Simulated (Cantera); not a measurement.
A closed system holds: 1 mol K2CO3, 0.04 mol CO2, at 49.0 mbar.

These are equilibrium values from Cantera (NASA tables, ideal gas, pure condensed phases), not measurements of a reactor. Candidate condensed phases: C, K, KO2, K2CO3, K2O, K2O2; 15 gas species. Equilibrium is a limit: real reactors are often held back by kinetics, nucleation or transport.

### Question
Which condensed phases are stable at each of these points (T (K)): 1050, 1075, 1100, 1125, 1150, 1175, 1200, 1225, 1250, 1275, 1300, 1325, 1350?

### Answer
| T (K) | condensed phases | K condensed (%) |
|---|---|---|
| 1050 | K2CO3(s) | 100.0 |
| 1075 | K2CO3(s) | 100.0 |
| 1100 | K2CO3(s) | 100.0 |
| 1125 | K2CO3(s) | 100.0 |
| 1150 | K2CO3(s) | 100.0 |
| 1175 | K2CO3(l) | 100.0 |
| 1200 | K2CO3(l) | 100.0 |
| 1225 | K2CO3(l) | 100.0 |
| 1250 | K2CO3(l) | 100.0 |
| 1275 | K2CO3(l) | 100.0 |
| 1300 | K2CO3(l) | 100.0 |
| 1325 | K2CO3(l) | 100.0 |
| 1350 | K2CO3(l) | 100.0 |

From 1050 K to 1150 K the condensed part is K2CO3(s). From 1175 K to 1350 K the condensed part is K2CO3(l).
